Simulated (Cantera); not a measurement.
A perfectly stirred reactor is fed with N2O = 1 (molar parts), at 0.0132 atm; it is held at 1525 K, and followed from long to short residence time.

Cantera simulation using GRI-Mech 3.0 (53 species, 325 reactions); the numbers are that mechanism's predictions, not measurements. GRI-Mech 3.0 was tuned for natural gas; its chemistry of N2O as a main component is partial and can be far from experiment. Radical loss at walls, strong at low pressure, is not modelled. The temperature is held fixed by assumption; the heat of reaction is taken as removed at once.

### Question
What does this change do: pressure from 0.0132 atm to 0.0263 atm?

### Answer
```
quantity                before    after
---------------------  -------  -------
x(N2O) at τ = 21.0 s    0.0310   0.0168
x(NO) at τ = 21.0 s      0.163    0.153
x(O) at τ = 21.0 s     8.55e-5  7.43e-5
x(NO2) at τ = 21.0 s   4.06e-5  5.54e-5
x(N2) at τ = 21.0 s      0.565    0.579
x(N2O) at τ = 49.0 ms    0.930    0.870
x(NO) at τ = 49.0 ms    0.0121   0.0227
x(O) at τ = 49.0 ms    9.05e-5  9.06e-5
x(NO2) at τ = 49.0 ms  7.63e-7  3.39e-6
x(N2) at τ = 49.0 ms    0.0404   0.0756
```

### Question
What does this change do: 0.079 parts H2O added?

### Answer
| quantity | before | after |
|---|---|---|
| x(N2O) at τ = 21.0 s | 0.0310 | 0.0234 |
| x(NO) at τ = 21.0 s | 0.163 | 0.108 |
| x(O) at τ = 21.0 s | 8.55e-5 | 7.51e-5 |
| x(NO2) at τ = 21.0 s | 4.06e-5 | 5.98e-5 |
| x(N2) at τ = 21.0 s | 0.565 | 0.563 |
| x(N2O) at τ = 49.0 ms | 0.930 | 0.842 |
| x(NO) at τ = 49.0 ms | 0.0121 | 0.0119 |
| x(O) at τ = 49.0 ms | 9.05e-5 | 0.000102 |
| x(NO2) at τ = 49.0 ms | 7.63e-7 | 0.000461 |
| x(N2) at τ = 49.0 ms | 0.0404 | 0.0515 |

### Question
What does this change do: temperature 1525 to 1050 K?

### Answer
```
quantity                before     after
---------------------  -------  --------
x(N2O) at τ = 21.0 s    0.0310     0.990
x(NO) at τ = 21.0 s      0.163  0.000348
x(O) at τ = 21.0 s     8.55e-5   1.24e-7
x(NO2) at τ = 21.0 s   4.06e-5   4.53e-8
x(N2) at τ = 21.0 s      0.565   0.00640
x(N2O) at τ = 49.0 ms    0.930     1.000
x(NO) at τ = 49.0 ms    0.0121   8.07e-7
x(O) at τ = 49.0 ms    9.05e-5   1.22e-7
x(NO2) at τ = 49.0 ms  7.63e-7    <1e-12
x(N2) at τ = 49.0 ms    0.0404   1.50e-5
```
The mechanism lacks the step 2 NO + O2 → 2 NO2, which can matter for NO2 below about 1400 K.
